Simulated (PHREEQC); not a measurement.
Brine (model solution)

A solution holds 0.69 mol Na2SO4, 0.27 mol MgSO4 and 2.7 mol KBr per kg of water, at 25 °C. Closed to the air; pH follows from the charge balance.

Computed with PHREEQC (Pitzer model, pitzer.dat).

Precipitation was switched off in this run.

### Question
Estimate the activity of water.

### Answer
activity of water 0.873.

The solution is supersaturated, for example in Arcanite, Glaserite, so a real one may precipitate; this is no full list. Complexes and solids missing from the database can't appear.
